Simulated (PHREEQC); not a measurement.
Dissolve 0.0015 mol HF, 0.012 mol NiCl2 and 0.0076 mol MnSO4 per kg of water at 45 °C. Closed to the air; pH follows from the charge balance.

Computed with PHREEQC (ion-association model, wateq4f.dat).

```tsv
quantity	before	after
pH	3.27	3.97
ionic strength (mol/kgw)	0.0530	0.00618
Mn+2 (mol/kgw)	0.00601	0.000699
SO4-2 (mol/kgw)	0.00427	0.000617
MnSO4 (mol/kgw)	0.00132	5.59e-5
F- (mol/kgw)	0.000740	0.000122
```

Q: What was changed between the two runs?
A. diluted 10-fold with water
B. MnSO4 from 0.0076 to 0.00684 mol/kgw
C. NiCl2 replaced by ZnCl2 at the same molality
D. NiCl2 from 0.012 to 0.0012 mol/kgw
E. HF from 0.0015 to 0.015 mol/kgw

A: A, diluted 10-fold with water

This is a speciation only: nothing precipitates in the calculation. At this temperature some constants are extrapolated from 25 °C, and those without enthalpy data are left unchanged.
